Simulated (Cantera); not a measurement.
# c-C4F8 + F2 + H2 (fluorocarbon and chlorocarbon gases)

A closed system holds: 1 mol c-C4F8, 0.62 mol F2, 3.5 mol H2, held at 3148 K.

These are equilibrium values from Cantera (NASA tables, ideal gas, pure condensed phases), not measurements of a reactor. Candidate condensed phases: C, C6H6, C7H8, C8H18; 95 gas species. The feed counts by its element totals alone. The numbers say what is thermodynamically allowed, not how fast it happens.

```json
[
 {"P (Pa)": "1", "x HF": "0.00331", "x F": "0.455", "x H": "0.345", "x C": "0.195", "x C3": "0.000142", "x CF2": "6.27e-8", "x CF": "0.000708", "x C2": "0.00148", "n C(graphite)": "0"},
 {"P (Pa)": "5.20", "x HF": "0.0168", "x F": "0.451", "x H": "0.340", "x C": "0.179", "x C3": "0.00297", "x CF2": "1.53e-6", "x CF": "0.00335", "x C2": "0.00648", "n C(graphite)": "0"},
 {"P (Pa)": "27", "x HF": "0.0789", "x F": "0.436", "x H": "0.318", "x C": "0.118", "x C3": "0.0229", "x CF2": "2.54e-5", "x CF": "0.0111", "x C2": "0.0146", "n C(graphite)": "0"},
 {"P (Pa)": "140", "x HF": "0.251", "x F": "0.368", "x H": "0.231", "x C": "0.0531", "x C3": "0.0563", "x CF2": "0.000219", "x CF": "0.0218", "x C2": "0.0154", "n C(graphite)": "0"},
 {"P (Pa)": "720", "x HF": "0.465", "x F": "0.271", "x H": "0.113", "x C": "0.0202", "x C3": "0.0823", "x CF2": "0.00119", "x CF": "0.0315", "x C2": "0.0115", "n C(graphite)": "0"},
 {"P (Pa)": "3700", "x HF": "0.654", "x F": "0.219", "x H": "0.0383", "x C": "0.00524", "x C3": "0.0378", "x CF2": "0.00534", "x CF": "0.0339", "x C2": "0.00395", "n C(graphite)": "2.25"},
 {"P (Pa)": "19000", "x HF": "0.746", "x F": "0.185", "x H": "0.0101", "x C": "0.00102", "x C3": "0.00736", "x CF2": "0.0196", "x CF": "0.0287", "x C2": "0.000770", "n C(graphite)": "3.31"},
 {"P (Pa)": "100000", "x HF": "0.791", "x F": "0.131", "x H": "0.00286", "x C": "0.000194", "x C3": "0.00140", "x CF2": "0.0519", "x CF": "0.0203", "x C2": "0.000146", "n C(graphite)": "3.31"}
]
```
x: gas mole fraction; n: condensed amount in mol.

From 1.00e-5 bar to 0.00720 bar nothing is condensed. From 0.0370 bar to 1.00 bar the condensed part is C(graphite). The main C-bearing gas is C at 1.00e-5 bar and CF2 at 1.00 bar.
